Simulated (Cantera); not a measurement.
An isothermal, constant-pressure homogeneous reactor starts with CH₄ : H₂ : H = 0.026 : 1 : 0.053 (molar parts), at 1550 K and 100.0 Torr. Integrator tolerance rtol = 1e-08.

Model: GRI-Mech 3.0 (53 species, 325 reactions), integrated in Cantera. GRI-Mech 3.0 stops at C3 and has no aromatics, soot or wall deposition, so with more carbon than oxygen in the feed, carbon stays in small species such as C2H2 where larger ones or solid carbon would form.

**Question.** What does this change do: temperature 1550 to 1400 K?

**Answer.** 
```json
[
 {"quantity": "x(CH₄) at 1.00 s", "before": "0.0188 (gas-phase equilibrium 0.00616)", "after": "0.0228 (gas-phase equilibrium 0.0184)"},
 {"quantity": "x(H₂) at 1.00 s", "before": "0.978 (gas-phase equilibrium 0.985)", "after": "0.976 (gas-phase equilibrium 0.979)"},
 {"quantity": "x(H) at 1.00 s", "before": "8.11e-5 (gas-phase equilibrium 8.62e-5)", "after": "1.24e-5 (gas-phase equilibrium 1.33e-5)"},
 {"quantity": "x(C₂H) at 1.00 s", "before": "5.86e-10 (gas-phase equilibrium 1.96e-9)", "after": "1.02e-11 (gas-phase equilibrium 3.67e-11)"},
 {"quantity": "x(CH₂) at 1.00 s", "before": "2.28e-9 (gas-phase equilibrium 8.43e-10)", "after": "5.29e-11 (gas-phase equilibrium 4.87e-11)"},
 {"quantity": "x(C₂H₄) at 1.00 s", "before": "7.29e-5 (gas-phase equilibrium 0.000202)", "after": "9.46e-5 (gas-phase equilibrium 0.000300)"}
]
```
